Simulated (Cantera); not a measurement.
Input: 1 mol Cu, 2.2 mol F2, 4.3 mol N2, 1.2 mol HF, at 13300 Pa.

Method: chemical equilibrium by Gibbs-energy minimisation in Cantera with the NASA 1993 tables (ideal gas, pure condensed phases). Candidate condensed phases: Cu, CuF2; 25 gas species. Kinetics and transport are ignored.

**Question.** Which condensed phases are stable at each of these points (T (K)): 898, 948, 998, 1048, 1098, 1148, 1198, 1248, 1298, 1348, 1398, 1448, 1498?

**Answer.** 
| T (K) | condensed phases | Cu condensed (%) |
|---|---|---|
| 898 | CuF2(s) | 100.0 |
| 948 | CuF2(s) | 100.0 |
| 998 | CuF2(s) | 99.9 |
| 1048 | CuF2(s) | 99.7 |
| 1098 | CuF2(s) | 99.0 |
| 1148 | CuF2(l) | 97.3 |
| 1198 | CuF2(l) | 93.7 |
| 1248 | CuF2(l) | 86.1 |
| 1298 | CuF2(l) | 71.5 |
| 1348 | CuF2(l) | 44.3 |
| 1398 | gas only | 0.0 |
| 1448 | gas only | 0.0 |
| 1498 | gas only | 0.0 |

From 898 K to 1098 K the condensed part is CuF2(s). From 1148 K to 1348 K the condensed part is CuF2(l). From 1398 K to 1498 K nothing is condensed.
